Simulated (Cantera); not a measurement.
Mixture: 14.4 % H2, 16.7 % O2, 66.8 % N2, 2.16 % H2O, at 4.90 bar, adiabatic and at constant pressure. Ignition delay is the time to a rise of 400 K.

Cantera simulation using the H2/O2 subset of GRI-Mech 3.0, which has no nitrogen chemistry; the numbers are that mechanism's predictions, not measurements. The hydrogen kinetics of GRI-Mech 3.0 are dated; newer H2 mechanisms differ, most at raised pressure. Where the delays flatten at high temperature, the 400 K rule measures the pace of heat release, not the induction time.

Question: Predict: delay at 1175 K; delay at 1275 K; delay at 1375 K; delay at 1475 K; delay at 1575 K; delay at 1675 K; delay at 1775 K.

Answer: 
```json
{
 "delay at 1175 K": "40.8 µs",
 "delay at 1275 K": "10.6 µs",
 "delay at 1375 K": "5.99 µs",
 "delay at 1475 K": "4.17 µs",
 "delay at 1575 K": "3.29 µs",
 "delay at 1675 K": "2.84 µs",
 "delay at 1775 K": "2.65 µs"
}
```
